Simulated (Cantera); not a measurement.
Standard-state values (1 bar) from the NASA 1993 polynomials, evaluated with Cantera. Values are per mole of reaction as written; species without (g) are pure solids or liquids, kept so even where they would boil at 1 bar. VN: taken at fixed stoichiometry.

4 O(g) + 2 VN = V2O4 + N2(g)

| T (K) | ΔH° (kJ) | ΔS° (J/K) | ΔG° (kJ) | log10 K |
|---|---|---|---|---|
| 300 | (withheld) | (withheld) | (withheld) | (withheld) |
| 1098 | (withheld) | (withheld) | (withheld) | (withheld) |
| 1148 | -1982.3 | -402.6 | -1520.1 | 69.17 |
| 1198 | -1982.1 | -402.4 | -1500.0 | 65.40 |
| 1248 | -1981.9 | -402.3 | -1479.9 | 61.94 |
| 1298 | -1981.7 | -402.1 | -1459.8 | 58.74 |
| 1348 | -1981.5 | -402.0 | -1439.7 | 55.79 |
| 1398 | -1981.3 | -401.8 | -1419.6 | 53.04 |
| 1448 | -1981.1 | -401.7 | -1399.5 | 50.48 |
| 1498 | -1980.9 | -401.5 | -1379.4 | 48.10 |
| 1548 | -1980.6 | -401.3 | -1359.3 | 45.87 |
| 1598 | -1980.4 | -401.2 | -1339.3 | 43.78 |

Question: Some entries are withheld; supply them.

Answer: 
- 300, ΔH° (kJ): -1989.6
- 300, ΔS° (J/K): -423.8
- 300, ΔG° (kJ): -1862.5
- 300, log10 K: 324.28
- 1098, ΔH° (kJ): -1982.4
- 1098, ΔS° (J/K): -402.7
- 1098, ΔG° (kJ): -1540.3
- 1098, log10 K: 73.27
